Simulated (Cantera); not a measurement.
A freely propagating, adiabatic, planar premixed flame of H2 : O2 : N2 = 1 : 0.208 : 0.75 (molar parts), unburnt at 625 K and 3750 Torr; mixture-averaged transport, grid criteria slope 0.08 and curve 0.16, no radiation.

Detailed kinetics in Cantera: the H2/O2 subset of GRI-Mech 3.0, which has no nitrogen chemistry. The hydrogen kinetics of GRI-Mech 3.0 are dated; newer H2 mechanisms differ, most at raised pressure. Burning velocities carry a grid error of a few per cent, more on coarse grids.

Problem. What does this change do: 0.095 parts H2O added?

Solution. 
| quantity | before | after |
|---|---|---|
| laminar burning velocity | 962 cm/s | 835 cm/s |
| thermal thickness | 0.0600 mm | 0.0578 mm |
| peak x(O) | 0.00191 | 0.00145 |
| peak x(H2O2) | 3.52e-5 | 4.87e-5 |
| peak x(HO2) | 0.000773 | 0.000903 |

Problem. What does this change do: 0.05 parts H2O added?

Solution. 
```csv
quantity,before,after
laminar burning velocity,962 cm/s,896 cm/s
thermal thickness,0.0600 mm,0.0586 mm
peak x(O),0.00191,0.00166
peak x(H2O2),3.52e-5,4.23e-5
peak x(HO2),0.000773,0.000849
```

Problem. What does this change do: inlet temperature 625 to 650 K?

Solution. 
| quantity | before | after |
|---|---|---|
| laminar burning velocity | 962 cm/s | 1040 cm/s |
| thermal thickness | 0.0600 mm | 0.0609 mm |
| peak x(O) | 0.00191 | 0.00201 |
| peak x(H2O2) | 3.52e-5 | 3.14e-5 |
| peak x(HO2) | 0.000773 | 0.000741 |
